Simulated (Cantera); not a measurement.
Feed: 1 mol Fe₂O₃, 23 mol HCl, a varied amount of N₂, equilibrated at 675 K and 0.0210 bar.

Equilibrium computed with Cantera from the NASA thermochemical tables; the gas is ideal and each condensed phase is pure. Candidate condensed phases: Fe, FeCl₂, FeCl₃, FeO, Fe(OH)₂, Fe(OH)₃, Fe₂O₃, Fe₃O₄, H₂O, NH₄Cl; 37 gas species. Condensed phases not in the tables: FeOCl. Kinetics and transport are ignored.

Q: At 8 mol N₂, list the 7 most abundant gas species with their mole fractions, and the condensed phases.

A: HCl 0.732, N₂ 0.259, H₂O 0.00589, FeCl₃ 0.00239, Fe₂Cl₆ 0.000747, FeCl₂ 2.16e-5, Cl₂ 1.98e-5. Condensed: FeCl₂(s) + Fe₂O₃(s).
